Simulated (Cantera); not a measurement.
A closed system holds: 1 mol Si3N4, 0.62 mol CO2, 260 mol H2, equilibrated at 12.8 Torr.

Method: chemical equilibrium by Gibbs-energy minimisation in Cantera with the NASA 1993 tables (ideal gas, pure condensed phases). Candidate condensed phases: C, C6H6, C7H8, C8H18, H2O, Si, SiC, SiO2, Si2N2O, Si3N4; 151 gas species. Mutual solubility and eutectic melting of coexisting phases are not modelled. Gases not in the tables: Si2H6 and higher silanes. Rates play no part.

Question: Which condensed phases are stable at each of these points (T (K)): 1050, 1125, 1200, 1275, 1350, 1425, 1500, 1575, 1650, 1725, 1800, 1875, 1950, 2025?

Answer: 
```
T (K)                    condensed phases  Si condensed (%)
-----  ----------------------------------  ----------------
1050   C(graphite) + Si2N2O(s) + Si3N4(s)             100.0
1125                   SiC(s) + Si2N2O(s)             100.0
1200     C(graphite) + SiC(s) + Si2N2O(s)             100.0
1275                   SiC(s) + Si2N2O(s)             100.0
1350                   SiC(s) + Si2N2O(s)             100.0
1425                   SiC(s) + Si2N2O(s)              99.8
1500                   SiC(s) + Si2N2O(s)              98.5
1575           Si(s) + SiC(s) + Si2N2O(s)              92.4
1650                       Si(s) + SiC(s)              60.2
1725                       Si(l) + SiC(s)              60.4
1800                       Si(l) + SiC(s)              60.3
1875                       Si(l) + SiC(s)              58.5
1950                       Si(l) + SiC(s)              51.6
2025                       Si(l) + SiC(s)              32.8
```

At 1050 K the condensed part is C(graphite) + Si2N2O(s) + Si3N4(s). At 1125 K the condensed part is SiC(s) + Si2N2O(s). At 1200 K the condensed part is C(graphite) + SiC(s) + Si2N2O(s). From 1275 K to 1500 K the condensed part is SiC(s) + Si2N2O(s). At 1575 K the condensed part is Si(s) + SiC(s) + Si2N2O(s). At 1650 K the condensed part is Si(s) + SiC(s). From 1725 K to 2025 K the condensed part is Si(l) + SiC(s).
